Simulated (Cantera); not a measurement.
Feed: 1 mol CaCl2, 1.1 mol H2, 1.8 mol O2, at 1648.15 K and 0.00975 Torr.

Equilibrium computed with Cantera from the NASA thermochemical tables; the gas is ideal and each condensed phase is pure. Candidate condensed phases: Ca, CaCl2, CaO, Ca(OH)2, H2O; 21 gas species. Condensed phases not in the tables: oxide chlorides. The numbers say what is thermodynamically allowed, not how fast it happens.

Base state: O2 0.323, HCl 0.228, H2O 0.197, Cl 0.133, CaCl2 0.107, OH 0.00659, O 0.00400, H2 0.00111 (mole fractions); condensed: CaO(s).

### Question
What changes in the equilibrium state with this change: temperature from 1648.15 K to 600 K?

### Answer
```json
[
 {"species": "O2", "before": "0.323", "after": "0.532"},
 {"species": "H2O", "before": "0.197", "after": "0.468"},
 {"species": "HCl", "before": "0.228", "after": "7.29e-5"},
 {"species": "Cl", "before": "0.133", "after": "<1e-9"},
 {"species": "CaCl2", "before": "0.107", "after": "<1e-9"},
 {"species": "OH", "before": "0.00659", "after": "<1e-9"},
 {"species": "O", "before": "0.00400", "after": "<1e-9"},
 {"species": "CaO(s), mol", "before": "0.629", "after": "0"},
 {"species": "CaCl2(s), mol", "before": "0", "after": "1.000"}
]
```

### Question
What changes in the equilibrium state with this change: temperature from 1648.15 K to 1775 K?

### Answer
```json
[
 {"species": "O2", "before": "0.323", "after": "0.301"},
 {"species": "H2O", "before": "0.197", "after": "0.203"},
 {"species": "HCl", "before": "0.228", "after": "0.182"},
 {"species": "Cl", "before": "0.133", "after": "0.170"},
 {"species": "O", "before": "0.00400", "after": "0.0146"},
 {"species": "OH", "before": "0.00659", "after": "0.0154"},
 {"species": "CaCl2", "before": "0.107", "after": "0.104"},
 {"species": "CaCl", "before": "2.08e-5", "after": "0.000200"},
 {"species": "H", "before": "0.000823", "after": "0.00530"},
 {"species": "CaO(s), mol", "before": "0.629", "after": "0.627"}
]
```
